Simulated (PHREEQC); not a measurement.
Polishing slurry liquid

Make-up at 80 °C: 0.0038 mol HNO3, 0.0036 mol KNO3 and 0.023 mol KH2PO4 per kg of water. Closed to the air; pH follows from the charge balance.

Computed with PHREEQC (ion-association model, phreeqc.dat).

| Quantity | Value |
|---|---|
| pH | 3.16 |
| ionic strength | 0.0274 mol/kgw |
| specific conductance | 7580 µS/cm |
| total alkalinity | -3.80 meq/kg |

| species | molality | activity | log γ |
|---|---|---|---|
| K+ | 0.0266 | 0.0222 | -0.079 |
| H2PO4- | 0.0200 | 0.0169 | -0.073 |
| NO3- | 0.00740 | 0.00614 | -0.081 |
| H3PO4 | 0.00300 | 0.00302 | 0.003 |
| H+ | 0.000805 | 0.000696 | -0.063 |
| HPO4-2 | 3.86e-6 | 1.96e-6 | -0.296 |
| KHPO4- | 1.00e-7 | 8.47e-8 | -0.073 |

This is a speciation only: nothing precipitates in the calculation. Away from 25 °C the constants follow the database's enthalpies or fits; those with neither stay at their 25 °C values.
